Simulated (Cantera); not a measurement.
Feed: 1 mol SiCl4, 2.2 mol Cl2, a varied amount of H2, held at 577 °C and 0.133 bar.

Equilibrium computed with Cantera from the NASA thermochemical tables; the gas is ideal and each condensed phase is pure. Candidate condensed phases: Si; 19 gas species. The numbers say what is thermodynamically allowed, not how fast it happens.

x: gas mole fraction; nothing condenses.

```json
[
 {"n(H2) (mol)": "0.26", "x HCl": "0.150", "x Cl2": "0.561", "x H2": "<1e-12", "x SiCl4": "0.289", "x SiHCl3": "<1e-12", "x Cl": "5.73e-5"},
 {"n(H2) (mol)": "0.4", "x HCl": "0.222", "x Cl2": "0.500", "x H2": "<1e-12", "x SiCl4": "0.278", "x SiHCl3": "<1e-12", "x Cl": "5.41e-5"},
 {"n(H2) (mol)": "0.64", "x HCl": "0.333", "x Cl2": "0.406", "x H2": "<1e-12", "x SiCl4": "0.260", "x SiHCl3": "<1e-12", "x Cl": "4.87e-5"},
 {"n(H2) (mol)": "1", "x HCl": "?", "x Cl2": "?", "x H2": "<1e-12", "x SiCl4": "?", "x SiHCl3": "<1e-12", "x Cl": "?"},
 {"n(H2) (mol)": "1.6", "x HCl": "?", "x Cl2": "?", "x H2": "?", "x SiCl4": "?", "x SiHCl3": "<1e-12", "x Cl": "?"},
 {"n(H2) (mol)": "2.6", "x HCl": "0.759", "x Cl2": "4.53e-12", "x H2": "0.0689", "x SiCl4": "0.172", "x SiHCl3": "2.60e-5", "x Cl": "1.63e-10"},
 {"n(H2) (mol)": "4.1", "x HCl": "0.603", "x Cl2": "<1e-12", "x H2": "0.260", "x SiCl4": "0.137", "x SiHCl3": "9.80e-5", "x Cl": "6.66e-11"},
 {"n(H2) (mol)": "6.4", "x HCl": "0.458", "x Cl2": "<1e-12", "x H2": "0.437", "x SiCl4": "0.104", "x SiHCl3": "0.000165", "x Cl": "3.90e-11"}
]
```

Problem. Complete the blanks.

Solution. 
- 1, x HCl: 0.476
- 1, x Cl2: 0.286
- 1, x SiCl4: 0.238
- 1, x Cl: 4.09e-5
- 1.6, x HCl: 0.667
- 1.6, x Cl2: 0.125
- 1.6, x H2: 1.93e-12
- 1.6, x SiCl4: 0.208
- 1.6, x Cl: 2.70e-5
